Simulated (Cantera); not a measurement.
Charge: 1 mol Ti(OiPr)4, 0.084 mol C3H8, held at 1175 K and 88.0 Pa.

Equilibrium computed with Cantera from the NASA thermochemical tables; the gas is ideal and each condensed phase is pure. Candidate condensed phases: C, C6H6, C7H8, C8H18, H2O, Ti, TiC, TiO, TiO2, Ti2O3, Ti3O5, Ti4O7; 113 gas species. The feed counts by its element totals alone. TiC: taken at fixed stoichiometry. Rates play no part.

Base state: H2 0.782, CO 0.218, CH4 1.03e-5 (mole fractions); condensed: C(graphite) + TiC(s).

Task: What changes in the equilibrium state with this change: pressure from 88.0 Pa to 50.0 mbar?

Result: 
```
species            before     after
----------------  -------  --------
H2                  0.782     0.864
CO                  0.218     0.136
CH4               1.03e-5  0.000714
H2O               5.20e-6  0.000203
CO2               1.13e-6   2.49e-5
C(graphite), mol     7.25      9.99
TiC(s), mol          1.00         0
Ti4O7(s), mol           0     0.250
```
Condensed phases not in the tables: Magnéli phases beyond Ti4O7.
